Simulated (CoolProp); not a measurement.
Saturated liquid density (kg/m³) of carbonyl sulfide: the reference equation beside estimates from Tc = 378.8 K, pc = 63.69 bar, ω = 0.098.

The numbers come from the reference Helmholtz-energy equation of state, Lemmon 2006 in CoolProp. It is a short technical equation, of lower accuracy than the large ones.

```csv
T (K),reference,van der Waals,Redlich-Kwong,Soave-Redlich-Kwong
247.3,1120,720.7,1053,1060
258.9,1093,703.3,1023,1031
270.6,1065,684.6,989.6,999.3
282.3,1034,664.8,954.2,965.1
294,1002,643.6,916.2,928.2
305.7,967.7,620.7,875.0,887.8
317.3,930.4,596.1,830.5,843.7
329,888.9,568.5,781.0,794.3
340.7,841.6,537.5,725.4,738.1
```

Absolute difference from the reference over all 9 rows, mean and median: van der Waals 35.8 and 35.8 %, Redlich-Kwong 9.1 and 8.6 %, Soave-Redlich-Kwong 8.0 and 7.4 %.
